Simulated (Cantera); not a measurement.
What does this Cantera script print?

```python
import numpy as np
import cantera as ct

gas = ct.Solution("gri30.yaml")
gas.TPX = 1750, 7200, {'C2H6': 1, 'N2': 1.3}
reactor = ct.IdealGasConstPressureReactor(gas, energy="off", clone=False)
net = ct.ReactorNet([reactor])
net.rtol, net.atol = 1e-08, 1e-18
show = ['C2H6', 'H2', 'HCN', 'C2H', 'H', 'CH3']
times = np.geomspace(5e-06, 3, 15)

steps = ct.SolutionArray(gas, extra=["t"])
rows = []
print(f"{'t/s':>10s}{'T/K':>9s}{'P/Pa':>11s}" + "".join(f"{s:>11s}" for s in show))
for t in times:
    while net.time < t:
        t_next = net.step()
        steps.append(gas.state, t=t_next)
    rows.append([np.interp(t, steps.t, y) for y in (steps.T, steps.P, *steps(*show).X.T)])
    print(f"{t:10.3e}{rows[-1][0]:9.1f}{rows[-1][1]:11.4g}" + "".join(f"{x:11.3e}" for x in rows[-1][2:]))
rate = np.gradient(steps.T, steps.t)
print("integrator steps:", len(steps.t))
if steps.T.max() > steps.T[0] + 200:
    print(f"time of steepest temperature rise: {steps.t[rate.argmax()]:.4e} s")
gas.TPX = 1750, 7200, {'C2H6': 1, 'N2': 1.3}
gas.equilibrate("TP")
print(f"equilibrium (TP): T = {gas.T:.1f} K  " + "  ".join(f"{s} {gas[s].X[0]:.3e}" for s in show))
```

Output:

```
       t/s      T/K       P/Pa       C2H6         H2        HCN        C2H          H        CH3
 5.000e-06   1750.0       7200  4.157e-01  8.283e-04  1.788e-10  1.470e-12  1.239e-04  2.073e-02
 1.293e-05   1750.0       7200  3.730e-01  1.105e-02  2.414e-08  2.733e-09  5.777e-04  4.167e-02
 3.345e-05   1750.0       7200  2.428e-01  6.334e-02  2.117e-07  3.021e-07  1.261e-03  6.605e-02
 8.653e-05   1750.0       7200  6.955e-02  1.577e-01  5.651e-07  2.631e-06  1.920e-03  5.241e-02
 2.238e-04   1750.0       7200  5.670e-03  2.454e-01  8.569e-07  4.402e-06  1.509e-03  1.701e-02
 5.789e-04   1750.0       7200  5.402e-04  2.971e-01  9.138e-07  2.348e-06  6.558e-04  5.375e-03
 1.497e-03   1750.0       7200  1.295e-04  3.257e-01  9.095e-07  1.373e-06  3.548e-04  2.523e-03
 3.873e-03   1750.0       7200  6.828e-05  3.453e-01  9.050e-07  1.162e-06  2.904e-04  1.826e-03
 1.002e-02   1750.0       7200  5.765e-05  3.632e-01  9.269e-07  1.301e-06  3.282e-04  1.714e-03
 2.591e-02   1750.0       7200  3.372e-05  3.902e-01  1.005e-06  1.418e-06  3.705e-04  1.334e-03
 6.702e-02   1750.0       7200  1.228e-05  4.224e-01  1.195e-06  1.605e-06  4.360e-04  8.284e-04
 1.734e-01   1750.0       7200  2.620e-06  4.466e-01  1.561e-06  1.849e-06  5.161e-04  3.966e-04
 4.484e-01   1750.0       7200  3.868e-07  4.581e-01  2.078e-06  2.024e-06  5.716e-04  1.554e-04
 1.160e+00   1750.0       7200  6.113e-08  4.621e-01  2.660e-06  2.080e-06  5.900e-04  5.978e-05
 3.000e+00   1750.0       7200  1.904e-08  4.633e-01  3.358e-06  2.091e-06  5.938e-04  2.945e-05
integrator steps: 1580
equilibrium (TP): T = 1750.0 K  C2H6 1.074e-08  H2 4.637e-01  HCN 1.215e-01  C2H 1.545e-06  H 5.945e-04  CH3 2.063e-05
```

Computed with Cantera and GRI-Mech 3.0 (53 species, 325 reactions). GRI-Mech 3.0 stops at C3 and has no aromatics, soot or wall deposition, so with more carbon than oxygen in the feed, carbon stays in small species such as C2H2 where larger ones or solid carbon would form.
